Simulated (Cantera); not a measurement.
A Cantera script and what it prints.

```python
import numpy as np
import cantera as ct

gas_names = """
    C CH CH2 CH3 CH2OH CH3O CH4 CH3OH CO COS CO2 COOH CS CS2 C2 C2H CHCO,ketyl C2H2,acetylene
    C2H2,vinylidene CH2CO,ketene C2H3,vinyl CH3CO,acetyl C2H4 C2H4O,ethylen CH3CHO,ethanal CH3COOH
    (HCOOH)2 C2H5 C2H6 CH3OCH3 C2H5OH C2O C3 C3H3,propargyl C3H4,allene C3H4,propyne C3H4,cyclo-
    C3H5,allyl C3H6,propylene C3H6,cyclo- C3H6O C3H7,n-propyl C3H7,i-propyl C3H8 C3H8O,1propanol
    C3H8O,2propanol C3O2 C4 C4H2 C4H4,1,3-cyclo- C4H6,butadiene C4H6,2-butyne C4H6,cyclo- C4H8,1-butene
    C4H8,cis2-buten C4H8,tr2-butene C4H8,isobutene C4H8,cyclo- (CH3COOH)2 C4H9,n-butyl C4H9,i-butyl
    C4H9,s-butyl C4H9,t-butyl C4H10,isobutane C4H10,n-butane C5 C5H6,1,3cyclo- C5H8,cyclo-
    C5H10,1-pentene C5H10,cyclo- C5H11,pentyl C5H11,t-pentyl C5H12,n-pentane C5H12,i-pentane
    CH3C(CH3)2CH3 C6H2 C6H5,phenyl C6H5O,phenoxy C6H6 C6H5OH,phenol C6H10,cyclo- C6H12,1-hexene
    C6H12,cyclo- C6H13,n-hexyl C7H7,benzyl C7H8 C7H8O,cresol C7H14,1-heptene C7H15,n-heptyl
    C7H16,n-heptane C8H8,styrene C8H10,ethylbenz C8H16,1-octene C8H17,n-octyl C8H18,isooctane
    C8H18,n-octane C9H19,n-nonyl C10H8,naphthale C10H21,n-decyl C12H9,o-bipheny C12H10,bipheny H HCO HO2
    H2 HCHO,formaldehy HCOOH H2O H2O2 H2S H2SO4 Mg MgH MgO MgOH MgO2H2 MgS Mg2 O OH O2 O3 S SH SO SO2
    SO3 S2 S2O S8
""".split()
cond_names = """
    C(gr) C6H6(L) C7H8(L) C8H18(L),n-octa H2O(s) H2O(L) H2SO4(L) Mg(cr) Mg(L) MgCO3(s) MgO(s) MgO(L)
    MgO2H2(s) MgS(s) MgSO4(s) MgSO4(L) S(cr1) S(cr2) S(L)
""".split()


def load(file, names, dense=False):
    # The tables refer to 1 bar. Condensed volumes are neglected.
    table = {s.name: s for s in ct.Species.list_from_file(file)}
    out = []
    for n in names:
        d = dict(table[n].input_data)
        d["thermo"] = dict(d["thermo"], **{"reference-pressure": 1e5})
        if dense:
            d["equation-of-state"] = {"model": "constant-volume", "density": "1e6 g/cm^3"}
        out.append(ct.Species.from_dict(d))
    return out


gas = ct.Solution(thermo="ideal-gas", species=load("nasa_gas.yaml", gas_names))
cond = {s.name: ct.Solution(thermo="fixed-stoichiometry", species=[s], name=s.name)
        for s in load("nasa_condensed.yaml", cond_names, dense=True)}
atoms = {
    'MgCO3': {'Mg': 1, 'C': 1, 'O': 3},
    'H2S': {'H': 2, 'S': 1},
    'O2': {'O': 2},
}
top_T = {'C(gr)': 4500, 'MgS(s)': 2250}  # K; cautious upper limits of use, not melting points


def equilibrate(T, P, feed):
    n = {}
    for name, mol in feed.items():
        for a, k in atoms[name].items():
            n[a] = n.get(a, 0.0) + k * mol
    gas.TPX = T, P, n
    mass = sum(n.values()) * gas.mean_molecular_weight
    gas.equilibrate("TP")
    valid = [c for c in cond.values() if c.min_temp <= T <= top_T.get(c.name, c.max_temp)]
    mix = ct.Mixture([(gas, mass / gas.mean_molecular_weight)] + [(c, 0.0) for c in valid])
    mix.T, mix.P = T, P
    mix.equilibrate("TP", solver="vcs", rtol=1e-11, max_steps=5000)
    return mix


results = []
T = 1250  # K
P = 12000  # Pa
for m in [0.23, 0.39, 0.55, 0.71, 0.87, 1, 1.2, 1.4]:
    feed = {'MgCO3': 1, 'H2S': m, 'O2': 0.054}  # mol
    mix = equilibrate(T, P, feed)
    results.append((T, P, feed, dict(zip(mix.species_names, mix.species_moles))))

top = {s: max(r[3][s] / sum(r[3][g] for g in gas_names) for r in results) for s in gas_names}
cols = sorted((s for s in top if top[s] > 1e-06), key=lambda s: -top[s])[:7]
seen = [c for c in cond_names if any(r[3].get(c, 0) > 1e-12 for r in results)]
print("log10 of partial pressures in bar; condensed amounts in mol")
print(f"{'n(H2S)':>10s}" + "".join(f"{s[:9]:>10s}" for s in cols + seen))
for T, P, feed, n in results:
    ng = sum(n[g] for g in gas_names)
    print(f"{feed['H2S']:10.4g}" + "".join(f"{np.log10(max(n[s] / ng * P / 1e5, 1e-99)):10.3f}" for s in cols)
          + "".join(f"{n.get(c, 0):10.4g}" for c in seen))
```

Result:

```
log10 of partial pressures in bar; condensed amounts in mol
    n(H2S)       CO2       H2O       H2S        CO        S2        H2       SO2    MgO(s)
      0.23    -1.111    -1.775    -2.667    -1.943    -2.113    -2.801    -2.633         1
      0.39    -1.208    -1.667    -2.269    -1.835    -1.944    -2.488    -2.961         1
      0.55    -1.295    -1.626    -2.050    -1.779    -1.871    -2.305    -3.208         1
      0.71    -1.372    -1.610    -1.908    -1.751    -1.831    -2.184    -3.398         1
      0.87    -1.441    -1.605    -1.809    -1.738    -1.806    -2.097    -3.550         1
         1    -1.493    -1.606    -1.747    -1.734    -1.792    -2.042    -3.655         1
       1.2    -1.566    -1.613    -1.673    -1.734    -1.776    -1.976    -3.793         1
       1.4    -1.632    -1.623    -1.617    -1.739    -1.766    -1.925    -3.911         1
```

These are equilibrium values from Cantera (NASA tables, ideal gas, pure condensed phases), not measurements of a reactor. Gases not in the tables: S3 to S7.
